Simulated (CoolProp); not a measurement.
Computed with CoolProp (reference Helmholtz-energy equation of state, Thol 2019).

Q: Give the vapour pressure (MPa), vapour density (kg/m³), liquid cp (kJ/(kg K)), surface tension (mN/m) of saturated decamethylcyclopentasiloxane (D5) at 360.5 K.

A: 
```csv
T (K),p (MPa),vapour density (kg/m³),liquid cp (kJ/(kg K)),surface tension (mN/m)
360.5,0.00133,0.165,1.79,13.5
```

Surface tension comes from a separate correlation (Mulero 2014), older than this fluid's equation and unchecked against measurements.
